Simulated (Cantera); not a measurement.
Charge: 1 mol Ta, a varied amount of H₂O, held at 2048 K and 1 atm.

Equilibrium computed with Cantera from the NASA thermochemical tables; the gas is ideal and each condensed phase is pure. Candidate condensed phases: H₂O, Ta, Ta₂O₅; 12 gas species. Mutual solubility and eutectic melting of coexisting phases are not modelled. Condensed phases not in the tables: N, O or C dissolved in the metal. The numbers say what is thermodynamically allowed, not how fast it happens.

x: gas mole fraction; n: condensed amount in mol.

| n(H₂O) (mol) | x H₂ | x H₂O | x H | x OH | x TaO₂ | x TaO | x O | n Ta(s) | n Ta₂O₅(s) |
|---|---|---|---|---|---|---|---|---|---|
| 0.038 | 0.996 | 0.00224 | 0.00222 | 5.43e-7 | 2.34e-6 | 4.47e-7 | 8.74e-10 | 0.985 | 0.00758 |
| 0.061 | 0.996 | 0.00224 | 0.00222 | 5.43e-7 | 2.34e-6 | 4.47e-7 | 8.74e-10 | 0.976 | 0.0122 |
| 0.098 | 0.996 | 0.00224 | 0.00222 | 5.43e-7 | 2.34e-6 | 4.47e-7 | 8.74e-10 | 0.961 | 0.0196 |
| 0.16 | 0.996 | 0.00224 | 0.00222 | 5.43e-7 | 2.34e-6 | 4.47e-7 | 8.74e-10 | 0.936 | 0.0319 |
| 0.26 | 0.996 | 0.00224 | 0.00222 | 5.43e-7 | 2.34e-6 | 4.47e-7 | 8.74e-10 | 0.896 | 0.0519 |
| 0.41 | 0.996 | 0.00224 | 0.00222 | 5.43e-7 | 2.34e-6 | 4.47e-7 | 8.74e-10 | 0.836 | 0.0818 |
| 0.66 | 0.996 | 0.00224 | 0.00222 | 5.43e-7 | 2.34e-6 | 4.47e-7 | 8.74e-10 | [?] | 0.132 |
| 1.1 | 0.996 | 0.00224 | 0.00222 | 5.43e-7 | 2.34e-6 | 4.47e-7 | 8.74e-10 | [?] | 0.220 |
| 1.7 | 0.996 | 0.00224 | 0.00222 | 5.43e-7 | 2.34e-6 | 4.47e-7 | 8.74e-10 | [?] | 0.339 |
| 2.8 | 0.891 | 0.107 | 0.00210 | 2.75e-5 | 3.20e-7 | 1.14e-9 | 4.67e-8 | 0 | 0.500 |
| 4.5 | 0.554 | 0.444 | 0.00166 | 0.000144 | 1.24e-7 | 6.63e-11 | 3.12e-7 | 0 | 0.500 |

Task: Fill in the missing entries.

Result: 
- 0.66, n Ta(s): 0.737
- 1.1, n Ta(s): 0.561
- 1.7, n Ta(s): 0.322
